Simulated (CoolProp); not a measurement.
Water at 376.03 K and 0.0241 MPa flows at 3.1 m/s in a round tube of 6 mm bore and 0.25 µm roughness, fully developed (64/Re and Nu = 3.66 if laminar; Colebrook and Gnielinski if turbulent). Each further row changes one setting.

Computed with CoolProp (reference Helmholtz-energy equation of state, Wagner 2002).

| case | Reynolds number | Darcy friction factor | pressure drop (Pa/m) | heat-transfer coefficient (W/(m² K)) | mass flow (kg/h) |
|---|---|---|---|---|---|
| as stated | (withheld) | (withheld) | (withheld) | 14.9 | (withheld) |
| velocity 6.2 m/s | 417 | 0.153 | (withheld) | 14.9 | (withheld) |
| diameter 12 mm | 417 | 0.153 | (withheld) | 7.47 | (withheld) |

### Question
Some entries are withheld; supply them.

### Answer

- as stated, Reynolds number: 209
- as stated, Darcy friction factor: 0.307
- as stated, pressure drop (Pa/m): 34.2
- as stated, mass flow (kg/h): 0.0440
- velocity 6.2 m/s, pressure drop (Pa/m): 68.5
- velocity 6.2 m/s, mass flow (kg/h): 0.0879
- diameter 12 mm, pressure drop (Pa/m): 8.56
- diameter 12 mm, mass flow (kg/h): 0.176

Viscosity comes from a separate model (Huber 2009). Thermal conductivity comes from a separate model (Huber 2012).
